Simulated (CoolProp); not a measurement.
Properties of ethanol at several states.

The numbers come from the reference Helmholtz-energy equation of state, Schroeder 2014 in CoolProp.

| T (K) | p (MPa) | phase | cp (kJ/(kg K)) | cv (kJ/(kg K)) | speed of sound (m/s) | Joule-Thomson coefficient (K/MPa) | viscosity (µPa s) |
|---|---|---|---|---|---|---|---|
| 368.6 | 18.2 | liquid | 3.031 | 2.519 | 1051 | -0.2430 | 402 |
| 368 | 35.5 | liquid | 2.971 | 2.491 | 1157 | -0.2675 | 453 |
| 488.9 | 0.539 | gas | 2.171 | 1.938 | 303.6 | 12.93 | 14.5 |
| 453.3 | 13.3 | liquid | 3.916 | 2.915 | 727.7 | 0.02937 | 145 |
| 530.1 | 7.27 | supercritical | 12.11 | 3.154 | 199.4 | 10.20 | 22.5 |
| 289.6 | 0.306 | liquid | 2.369 | 1.985 | 1172 | -0.3668 | 1280 |

Viscosity comes from a separate model (Kiselev 2005).
